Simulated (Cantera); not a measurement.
An isothermal, constant-pressure homogeneous reactor starts with 20.0 % H2, 80.0 % O2, equivalence ratio 0.12, at 1048 K and 0.0133 bar.

Detailed kinetics in Cantera: GRI-Mech 3.0 (53 species, 325 reactions). Radical loss at walls, strong at low pressure, is not modelled. The temperature is held fixed by assumption; the heat of reaction is taken as removed at once.

x: mole fraction; the columns are a selection and need not sum to one.

| t (s) | x H2 | x O2 | x HO2 | x O | x H2O |
|---|---|---|---|---|---|
| 0.000100 | 0.200 | 0.800 | 5.45e-10 | 1.71e-10 | 1.74e-10 |
| 0.000422 | 0.200 | 0.800 | 2.38e-9 | 4.67e-9 | 1.13e-8 |
| 0.00178 | 0.200 | 0.800 | 1.66e-6 | 9.63e-5 | 0.000275 |
| 0.00750 | 0.00631 | 0.738 | 1.40e-5 | 0.0309 | 0.187 |
| 0.0316 | 0.000501 | 0.775 | 8.82e-6 | 0.00226 | 0.220 |
| 0.133 | … | 0.778 | … | … | 0.222 |
| 0.562 | 1.44e-6 | 0.778 | 1.51e-7 | 7.94e-6 | 0.222 |
| 2.37 | 1.94e-7 | 0.778 | 2.50e-8 | 1.18e-6 | 0.222 |
| 10.0 | … | 0.778 | … | … | 0.222 |

Question: Fill in the missing entries.

Answer: 
- 0.133, x H2: 1.92e-5
- 0.133, x HO2: 1.27e-6
- 0.133, x O: 9.04e-5
- 10.0, x H2: 3.51e-8
- 10.0, x HO2: 5.33e-9
- 10.0, x O: 2.24e-7
